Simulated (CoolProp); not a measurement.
Computed with CoolProp (reference Helmholtz-energy equation of state, Platzer 1990). This equation is an older, rougher fit; its heat capacities, sound speeds and derivatives of the liquid may be far off and weren't checked against measurements.

### Question
Give the vapour pressure (MPa), enthalpy of vaporisation (kJ/kg), liquid viscosity (µPa s), liquid conductivity (mW/(m K)) of saturated c-C4F8 (RC318) at 326.6, 355.3, 361 K.

### Answer
```
T (K)  p (MPa)  enthalpy of vaporisation (kJ/kg)  liquid viscosity (µPa s)  liquid conductivity (mW/(m K))
-----  -------  --------------------------------  ------------------------  ------------------------------
326.6    0.710                              89.9                       239                            57.4
355.3     1.41                              70.2                       153                            48.9
361       1.59                              65.1                       138                            47.2
```

Viscosity comes from a separate model (Huber 2003), an estimate that may be off by 10 % or more. Thermal conductivity comes from a separate model (Huber 2003), an estimate that may be off by 10 % or more.
